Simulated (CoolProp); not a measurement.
The numbers come from the reference Helmholtz-energy equation of state, Lemmon 2006 in CoolProp. It is a short technical equation, of lower accuracy than the large ones.

Q: Give the vapour pressure (MPa), liquid density (kg/m³), vapour density (kg/m³), enthalpy of vaporisation (kJ/kg) of saturated CH3F (R41) at 238.7, 250.6, 270.5 K.

A: 
| T (K) | p (MPa) | liquid density (kg/m³) | vapour density (kg/m³) | enthalpy of vaporisation (kJ/kg) |
|---|---|---|---|---|
| 238.7 | 0.703 | 780 | 14.0 | 416 |
| 250.6 | 1.05 | 748 | 21.0 | 391 |
| 270.5 | 1.90 | 688 | 39.3 | 341 |
